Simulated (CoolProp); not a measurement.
The numbers come from the reference Helmholtz-energy equation of state, de Reuck 1990 in CoolProp.

Task: Give the vapour pressure (kPa), vapour density (kg/m³), enthalpy of vaporisation (kJ/kg) of saturated fluorine at -155.35, -151.35, -139.45 °C.

Result: 
```json
[
 {"T (°C)": "-155.35", "p (kPa)": "1440", "vapour density (kg/m³)": "70.4", "enthalpy of vaporisation (kJ/kg)": "132"},
 {"T (°C)": "-151.35", "p (kPa)": "1800", "vapour density (kg/m³)": "89.1", "enthalpy of vaporisation (kJ/kg)": "124"},
 {"T (°C)": "-139.45", "p (kPa)": "3270", "vapour density (kg/m³)": "180", "enthalpy of vaporisation (kJ/kg)": "92.8"}
]
```
